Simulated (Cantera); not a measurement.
Hydrocarbon pyrolysis for carbon deposition

A perfectly stirred reactor is fed with 22.7 % CH₄, 77.3 % N₂, at 100.0 Torr; it is held at 1500 K, and followed from long to short residence time.

Model: GRI-Mech 3.0 (53 species, 325 reactions), integrated in Cantera. GRI-Mech 3.0 stops at C3 and has no aromatics, soot or wall deposition, so with more carbon than oxygen in the feed, carbon stays in small species such as C2H2 where larger ones or solid carbon would form.

```json
[
 {"τ (s)": "5.9", "x CH₄": "0.0918", "x H": "1.05e-5", "x H₂": "0.165", "x C₂H₂": "0.0544", "x CH₂": "6.03e-9", "x HCN": "1.55e-8", "x C₂H₆": "3.45e-5"},
 {"τ (s)": "2.2", "x CH₄": "0.132", "x H": "7.26e-6", "x H₂": "0.115", "x C₂H₂": "0.0375", "x CH₂": "8.31e-9", "x HCN": "5.97e-9", "x C₂H₆": "7.43e-5"},
 {"τ (s)": "0.79", "x CH₄": "0.171", "x H": "4.49e-6", "x H₂": "0.0676", "x C₂H₂": "0.0213", "x CH₂": "1.14e-8", "x HCN": "1.94e-9", "x C₂H₆": "0.000141"},
 {"τ (s)": "0.29", "x CH₄": "0.198", "x H": "2.47e-6", "x H₂": "0.0337", "x C₂H₂": "0.00951", "x CH₂": "1.46e-8", "x HCN": "5.25e-10", "x C₂H₆": "0.000221"},
 {"τ (s)": "0.10", "x CH₄": "0.216", "x H": "1.01e-6", "x H₂": "0.0121", "x C₂H₂": "0.00249", "x CH₂": "1.58e-8", "x HCN": "8.38e-11", "x C₂H₆": "0.000267"},
 {"τ (s)": "0.038", "x CH₄": "0.224", "x H": "3.20e-7", "x H₂": "0.00320", "x C₂H₂": "0.000346", "x CH₂": "1.18e-8", "x HCN": "8.53e-12", "x C₂H₆": "0.000200"},
 {"τ (s)": "0.014", "x CH₄": "0.226", "x H": "9.12e-8", "x H₂": "0.000580", "x C₂H₂": "1.92e-5", "x CH₂": "5.33e-9", "x HCN": "<1e-12", "x C₂H₆": "7.96e-5"},
 {"τ (s)": "0.0050", "x CH₄": "0.227", "x H": "3.71e-8", "x H₂": "0.000104", "x C₂H₂": "5.63e-7", "x CH₂": "1.58e-9", "x HCN": "<1e-12", "x C₂H₆": "1.68e-5"},
 {"τ (s)": "0.0018", "x CH₄": "0.227", "x H": "2.46e-8", "x H₂": "2.59e-5", "x C₂H₂": "1.20e-8", "x CH₂": "3.27e-10", "x HCN": "<1e-12", "x C₂H₆": "1.91e-6"},
 {"τ (s)": "0.00067", "x CH₄": "0.227", "x H": "2.22e-8", "x H₂": "8.76e-6", "x C₂H₂": "2.33e-10", "x CH₂": "5.35e-11", "x HCN": "<1e-12", "x C₂H₆": "1.39e-7"},
 {"τ (s)": "0.00024", "x CH₄": "0.227", "x H": "2.17e-8", "x H₂": "3.07e-6", "x C₂H₂": "3.64e-12", "x CH₂": "7.49e-12", "x HCN": "<1e-12", "x C₂H₆": "7.20e-9"}
]
```
x: mole fraction; the columns are a selection and need not sum to one.
